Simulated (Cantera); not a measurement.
Input: 1 mol PbO, 0.77 mol CO, 1.8 mol H2.

Equilibrium computed with Cantera from the NASA thermochemical tables; the gas is ideal and each condensed phase is pure. Candidate condensed phases: C, C6H6, C7H8, C8H18, H2O, Pb, PbO, PbO2, Pb3O4; 113 gas species. The numbers say what is thermodynamically allowed, not how fast it happens.

Stable condensed phases, one row left out:

```
T in K \ P in Pa
              10      36     130     460    1700    6000   22000   77000  280000 1000000
   1148        A       A       B       B       B       B       B       B       B       B
   1123        A       A       B       B       B       B       B       B       B       B
   1098        A       A       B       B       B       B       B       B       B       B
   1073        A       B       B       B       B       B       B       B       B       B
   1048        A       B       B       B       B       B       B       B       B       B
    998        B       B       B       B       B       B       B       B       B       B
    973        B       B       B       B       B       B       B       B       B       B
    948        B       B       B       B       B       B       B       B       B       B
    923        B       B       B       B       B       B       B       B       B       B
```

A: gas only; B: Pb.

Question: Give the row for 1023 K.

Answer: 10: Pb; 36: Pb; 130: Pb; 460: Pb; 1700: Pb; 6000: Pb; 22000: Pb; 77000: Pb; 280000: Pb; 1000000: Pb.
